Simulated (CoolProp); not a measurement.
Vapour-liquid equilibrium of hydrogen sulfide (1) + benzene (2) at 70.35 °C; x and y are mole fractions of (1).

Model: multi-fluid Helmholtz-energy mixture model, Lemmon 2006 and Thol 2012; pair parameters Bell 2016, in CoolProp.

Problem. Give the bubble pressure and the first vapour's composition at x = 0.2, 0.35, 0.725. Is there an azeotrope?

Solution. x = 0.2: 8.745 bar, y = 0.918; x = 0.35: 15.09 bar, y = 0.955; x = 0.725: 34.11 bar, y = 0.986. No azeotrope shows between x = 0.05 and 0.95.

The pair parameters rest on a limited set of measurements; away from them the model extrapolates.
